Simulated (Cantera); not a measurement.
## Adiabatic ignition

An adiabatic, constant-volume homogeneous reactor starts with 10.9 % CH4, 7.19 % O2, 81.9 % N2, at 1600 K and 1.01 bar.

Model: GRI-Mech 3.0 (53 species, 325 reactions), integrated in Cantera.

```tsv
t (s)	T (K)	P (bar)	x CH4	x O2	x H2O	x HCN	x C2H	x NO2
4.00e-6	1600	1.01	0.109	0.0719	2.42e-7	<1e-12	<1e-12	<1e-12
1.05e-5	1600	1.01	0.109	0.0719	8.69e-7	<1e-12	<1e-12	<1e-12
2.76e-5	1600	1.01	0.109	0.0719	3.60e-6	<1e-12	<1e-12	<1e-12
7.26e-5	1600	1.01	0.109	0.0719	1.84e-5	<1e-12	<1e-12	<1e-12
0.000191	1600	1.01	0.109	0.0718	0.000106	<1e-12	<1e-12	<1e-12
0.000502	1602	1.02	0.107	0.0712	0.000726	1.56e-12	1.23e-12	<1e-12
0.00132	1665	1.06	0.0890	0.0613	0.0118	7.28e-10	3.42e-9	1.11e-11
0.00346	2050	1.43	0.00247	1.85e-8	0.0614	4.26e-5	2.14e-6	2.88e-12
0.00910	2044	1.45	0.00187	1.05e-8	0.0496	6.87e-5	1.22e-6	4.72e-12
0.0239	2037	1.46	0.00119	5.30e-9	0.0377	9.85e-5	4.78e-7	4.67e-12
0.0629	2030	1.47	0.000482	2.99e-9	0.0297	0.000107	9.39e-8	4.59e-12
0.165	2027	1.47	3.50e-5	2.36e-9	0.0272	5.30e-5	1.87e-9	4.69e-12
0.434	2027	1.47	4.50e-9	2.37e-9	0.0271	9.12e-6	<1e-12	2.01e-12
1.14	2027	1.47	1.30e-9	2.37e-9	0.0271	2.37e-6	<1e-12	<1e-12
3.00	2027	1.47	1.13e-9	2.38e-9	0.0271	9.17e-7	<1e-12	<1e-12
```
x: mole fraction; the columns are a selection and need not sum to one.

The time of steepest temperature rise comes out as 1.61 ms and the temperature at 3.00 s is 2027 K. The equilibrium temperature comes out as 2027 K and the x(CH4) at 3.00 s is 1.13e-9 (gas-phase equilibrium 1.29e-9). The x(O2) at 3.00 s is 2.38e-9 (gas-phase equilibrium 2.38e-9) and the x(H2O) at 3.00 s is 0.0271 (gas-phase equilibrium 0.0271).
